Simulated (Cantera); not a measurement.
**Ta2O5 + H2 (hydrogen reduction and annealing atmospheres)**

Feed: 1 mol Ta2O5, 170 mol H2, held at 10.0 mbar.

These are equilibrium values from Cantera (NASA tables, ideal gas, pure condensed phases), not measurements of a reactor. Candidate condensed phases: H2O, Ta, Ta2O5; 12 gas species. Mutual solubility and eutectic melting of coexisting phases are not modelled. Condensed phases not in the tables: N, O or C dissolved in the metal. Equilibrium is a limit: real reactors are often held back by kinetics, nucleation or transport.

From 677 °C to 877 °C the condensed part is Ta2O5(s). From 927 °C to 1077 °C the condensed part is Ta(s) + Ta2O5(s).

| T (°C) | x H2 | x H2O | x H | n Ta2O5(s) | n Ta(s) |
|---|---|---|---|---|---|
| 677 | 1.00 | 7.16e-8 | 5.56e-9 | 1.000 | 0 |
| 727 | 1.00 | 1.94e-7 | 2.27e-8 | 1.000 | 0 |
| 777 | 1.000 | 4.76e-7 | 8.11e-8 | 1.000 | 0 |
| 827 | 1.000 | 1.07e-6 | 2.59e-7 | 1.000 | 0 |
| 877 | 1.000 | 2.25e-6 | 7.46e-7 | 1.000 | 0 |
| 927 | 1.000 | 4.41e-6 | 1.97e-6 | 1.000 | 0.000300 |
| 977 | 1.000 | 8.18e-6 | 4.83e-6 | 1.000 | 0.000556 |
| 1027 | 1.000 | 1.44e-5 | 1.11e-5 | 1.000 | 0.000981 |
| 1077 | 1.000 | 2.43e-5 | 2.38e-5 | 0.999 | 0.00166 |
x: gas mole fraction; n: condensed amount in mol.
